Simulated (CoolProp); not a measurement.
Isopentane along the isotherm 226.85 °C: Z from the reference equation and from simpler models built on Tc = 187.2 °C, pc = 3.378 MPa, ω = 0.227; each cubic takes its own stable root.

Computed with CoolProp (reference Helmholtz-energy equation of state, Lemmon 2006). It is a short technical equation, of lower accuracy than the large ones.

```tsv
p (MPa)	phase	reference	Redlich-Kwong	Soave-Redlich-Kwong	Peng-Robinson
0.0534	gas	0.9959	0.9958	0.9959	0.9954
0.11	gas	0.9915	0.9912	0.9916	0.9904
0.225	gas	0.9824	0.9820	0.9827	0.9804
0.463	gas	0.9635	0.9625	0.9640	0.9593
0.95	gas	0.9232	0.9214	…	0.9151
1.95	gas	0.8335	…	0.8377	0.8192
4.01	supercritical	0.6035	0.5868	…	0.5891
8.23	supercritical	…	0.4477	0.4685	0.4291
16.9	supercritical	0.6726	0.7113	0.7242	0.6553
```

**Question.** Complete the blanks.

**Answer.** 
- 0.95, Soave-Redlich-Kwong: 0.9247
- 1.95, Redlich-Kwong: 0.8295
- 4.01, Soave-Redlich-Kwong: 0.6195
- 8.23, reference: 0.4056
